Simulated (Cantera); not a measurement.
Feed: 1 mol CH₃Cl, 3.3 mol H₂, equilibrated at 1675 °C.

Cantera equilibrium calculation (NASA polynomials, part measured and part estimated; ideal gas, pure solids and liquids). Candidate condensed phases: C, C₆H₆, C₇H₈, C₈H₁₈; 91 gas species. Equilibrium is a limit: real reactors are often held back by kinetics, nucleation or transport.

Problem. At 75.0 Torr, list the 4 most abundant gas species with their mole fractions, and the condensed phases.

Solution. H₂ 0.808, HCl 0.188, H 0.00321, Cl 0.000560. Condensed: C(graphite).
